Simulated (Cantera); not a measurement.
Charge: 1 mol borazine, 0.2 mol O₂, 1.1 mol H₂, at 2223.15 K and 1.95 Torr.

Equilibrium computed with Cantera from the NASA thermochemical tables; the gas is ideal and each condensed phase is pure. Candidate condensed phases: B, BN, B₂O₃, B₃O₃H₃, H₂O; 39 gas species. The feed counts by its element totals alone. The tables' values for BH₂ are old estimates; treat these amounts as uncertain. Rates play no part.

Base state: H₂ 0.597, N₂ 0.240, H 0.0972, BO 0.0398, HBO 0.0205, B 0.00144, B₂O₂ 0.00142, B₂O 0.000969 (mole fractions); condensed: B(s).

Problem. What changes in the equilibrium state with this change: pressure from 1.95 Torr to 3.98 Torr?

Solution. 
```
species     before     after
---------  -------  --------
H₂           0.597     0.621
N₂           0.240     0.245
H           0.0972    0.0694
BO          0.0398    0.0343
HBO         0.0205    0.0258
B          0.00144  0.000706
B₂O₂       0.00142   0.00216
BN         2.33e-5   1.65e-5
B(s), mol     2.58      2.58
```
